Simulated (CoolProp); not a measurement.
Dimethyl carbonate along the isobar 10800 kPa: Z from the reference equation and from simpler models built on Tc = 283.9 °C, pc = 4909 kPa, ω = 0.346; each cubic takes its own stable root.

The numbers come from the reference Helmholtz-energy equation of state, Zhou 2011 in CoolProp.

| T (°C) | phase | reference |
|---|---|---|
| 80.65 | liquid | 0.3301 |
| 105.25 | liquid | 0.3191 |
| 129.85 | liquid | 0.3104 |
| 154.45 | liquid | 0.3039 |
| 179.05 | liquid | 0.2997 |
| 203.65 | liquid | 0.2978 |
| 228.25 | liquid | 0.2988 |
| 252.85 | liquid | 0.3037 |
| 277.45 | liquid | 0.3151 |
| 301.95 | supercritical | 0.3392 |
| 326.55 | supercritical | 0.3877 |

How far does each simpler model (van der Waals, Redlich-Kwong) lie from the reference over these 11 states: mean and median of the absolute difference, and the worst?


- van der Waals: mean 53.3 %, median 57.7 %, worst +66.2 % at 80.65 °C and 10800 kPa
- Redlich-Kwong: mean 15.6 %, median 16.0 %, worst +17.7 % at 252.85 °C and 10800 kPa
